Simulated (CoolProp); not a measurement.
Model: reference Helmholtz-energy equation of state, Lemmon 2005, in CoolProp. It is a short technical equation, of lower accuracy than the large ones.

**Question.** Give the vapour pressure (MPa), liquid density (kg/m³), liquid cp (kJ/(kg K)), vapour Z of saturated cis-2-butene at -13.35, -1.45 °C.

**Answer.** 
| T (°C) | p (MPa) | liquid density (kg/m³) | liquid cp (kJ/(kg K)) | vapour Z |
|---|---|---|---|---|
| -13.35 | 0.0502 | 659 | 2.10 | 0.975 |
| -1.45 | 0.0828 | 646 | 2.14 | 0.964 |
